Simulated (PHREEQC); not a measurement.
Consider water at 20 °C with 0.0061 mol/kgw KHCO3, 0.013 mol/kgw NaOH and 0.069 mol/kgw KCl. Closed to the air; pH follows from the charge balance.

Model: ion-association model, phreeqc.dat, run in PHREEQC.

```json
[
 {"quantity": "pH", "before": "11.90", "after": "12.26"},
 {"quantity": "ionic strength (mol/kgw)", "before": "0.0933", "after": "0.0936"},
 {"quantity": "CO3-2 (mol/kgw)", "before": "0.00561", "after": "0.00580"},
 {"quantity": "HCO3- (mol/kgw)", "before": "8.47e-5", "after": "4.93e-5"},
 {"quantity": "CO2 (mol/kgw)", "before": "2.02e-10", "after": "6.12e-11"}
]
```

**Question.** What was changed between the two runs?
A) temperature from 20 to 10 °C
B) KCl replaced by KF at the same molality
C) KCl from 0.069 to 0.0345 mol/kgw
D) NaOH left out

**Answer.** A, temperature from 20 to 10 °C

Precipitation was switched off in this run. Away from 25 °C the constants follow the database's enthalpies or fits; those with neither stay at their 25 °C values.
